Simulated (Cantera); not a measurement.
An isothermal, constant-pressure homogeneous reactor starts with CH4 : N2 = 1 : 8.1 (molar parts), at 1498 K and 13300 Pa.

Model: GRI-Mech 3.0 (53 species, 325 reactions), integrated in Cantera. GRI-Mech 3.0 stops at C3 and has no aromatics, soot or wall deposition, so with more carbon than oxygen in the feed, carbon stays in small species such as C2H2 where larger ones or solid carbon would form.

x: mole fraction; the columns are a selection and need not sum to one.

```tsv
t (s)	x CH4	x H	x HCN	x C2H	x C2H6
0.000700	0.110	1.79e-8	<1e-12	<1e-12	8.94e-9
0.00150	0.110	1.85e-8	<1e-12	<1e-12	[?]
0.00321	0.110	2.09e-8	<1e-12	<1e-12	7.18e-7
0.00688	0.110	2.97e-8	<1e-12	<1e-12	5.03e-6
0.0147	0.110	5.50e-8	<1e-12	<1e-12	2.35e-5
0.0316	0.109	1.31e-7	2.09e-12	4.96e-12	7.23e-5
0.0676	0.108	[?]	1.85e-11	4.67e-11	[?]
0.145	0.103	1.07e-6	1.56e-10	3.15e-10	0.000182
0.310	0.0942	2.15e-6	7.32e-10	1.05e-9	0.000122
0.665	0.0817	3.56e-6	2.27e-9	2.07e-9	7.22e-5
1.42	0.0650	5.39e-6	5.83e-9	3.27e-9	3.91e-5
3.05	0.0452	7.79e-6	1.33e-8	4.79e-9	1.78e-5
6.54	0.0260	1.08e-5	2.75e-8	6.65e-9	6.21e-6
14.0	0.0121	1.40e-5	5.00e-8	8.64e-9	1.56e-6
30.0	0.00501	1.65e-5	7.87e-8	1.02e-8	3.18e-7
```

Task: Some entries are withheld; supply them.

Result: 
- 0.00150, x C2H6: 8.33e-8
- 0.0676, x H: 3.83e-7
- 0.0676, x C2H6: 0.000153
